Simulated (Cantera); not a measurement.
Charge: 1 mol MgO, 0.54 mol C, 0.25 mol CO, equilibrated at 900 K and 540000 Pa.

Cantera equilibrium calculation (NASA polynomials, part measured and part estimated; ideal gas, pure solids and liquids). Candidate condensed phases: C, Mg, MgCO3, MgO; 15 gas species. Rates play no part.

Base state: CO2 0.834, CO 0.166 (mole fractions); condensed: C(graphite) + MgO(s).

**Question.** What changes in the equilibrium state with this change: temperature from 900 K to 1398.15 K?

**Answer.** 
```tsv
species	before	after
CO	0.166	0.991
CO2	0.834	0.00927
C(graphite), mol	0.654	0.542
MgO(s), mol	1.00	1.00
```
